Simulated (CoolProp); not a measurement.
Vapour-liquid equilibrium of ethane (1) + n-perfluorobutane (2) at 0.215 MPa; x and y are mole fractions of (1).

Model: multi-fluid Helmholtz-energy mixture model, Bücker 2006 and Gao 2022; pair parameters Bell 2016, in CoolProp.

```
x      bubble temperature, mixture model (K)  bubble temperature, Raoult's law (K)  y, mixture model  y, Raoult's law
-----  -------------------------------------  ------------------------------------  ----------------  ---------------
0.05                                   263.5                                 271.9             0.655            0.538
0.125                                  232.3                                 252.7             0.931            0.816
0.2                                    217.4                                 240.4             0.975            0.910
0.275                                  210.3                                 231.8             0.985            0.950
0.35                                   207.0                                 225.3             0.989            0.970
0.425                                  205.5                                 220.2             0.991            0.981
0.5                                    204.9                                 216.1             0.991            0.988
0.575                                  204.6                                 212.6             0.991            0.992
0.65                                   204.3                                 209.6             0.992            0.995
0.725                                  203.9                                 207.1             0.992            0.997
0.8                                    203.2                                 204.8             0.993            0.998
0.875                                  202.2                                 202.7             0.995            0.999
0.95                                   200.8                                 200.9             0.998            1.000
```

The largest gap from Raoult's law is -23.0 K in bubble temperature, at x = 0.2. No azeotrope shows between x = 0.05 and 0.95.

Pair parameters are fitted to limited data, so mixtures are less certain than the pure fluids. With so large a gap from Raoult's law the liquid may split in two, which this calculation doesn't test in full.
